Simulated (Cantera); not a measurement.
Mixture: CH₄ : O₂ : N₂ = 1 : 2.47 : 9.28 (molar parts), equivalence ratio 0.81, at 1.50 bar, adiabatic and at constant volume. Ignition delay is the time to a rise of 400 K.

Cantera simulation using GRI-Mech 3.0 (53 species, 325 reactions); the numbers are that mechanism's predictions, not measurements.

Q: At T0 = 1400 K, what is the delay, and which 8 reactions control it most (d ln τ / d ln k, from doubling and halving each rate constant)?

A: The delay is 2.18 ms.
| reaction | d ln τ / d ln k | faster rate |
|---|---|---|
| CH3 + O2 <=> CH3O + O | -0.47 | shortens it |
| 2 CH3 (+M) <=> C2H6 (+M) | 0.47 | lengthens it |
| H + O2 <=> O + OH | -0.30 | shortens it |
| CH3 + O2 <=> CH2O + OH | -0.26 | shortens it |
| CH4 + H <=> CH3 + H2 | 0.26 | lengthens it |
| CH3 + HO2 <=> CH3O + OH | -0.20 | shortens it |
| CH2O + O2 <=> HCO + HO2 | -0.18 | shortens it |
| CH2O + CH3 <=> CH4 + HCO | -0.14 | shortens it |
